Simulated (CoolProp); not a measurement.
Vapour-liquid equilibrium of R125 (1) + propane (2) at 238.7 K; x and y are mole fractions of (1).

Values from CoolProp's multi-fluid Helmholtz-energy mixture model, Lemmon 2005 and Lemmon 2009; pair parameters Bell 2016.

Question: Give the bubble pressure and the first vapour's composition at x = 0.125, 0.575, 0.95. Is there an azeotrope?

Answer: x = 0.125: 2.119 bar, y = 0.391; x = 0.575: 2.533 bar, y = 0.583; x = 0.95: 2.120 bar, y = 0.858. y crosses x between x = 0.575 and 0.65: the model has an azeotrope there.

The pair parameters rest on a limited set of measurements; away from them the model extrapolates. With so large a gap from Raoult's law the liquid may split in two, which this calculation doesn't test in full.
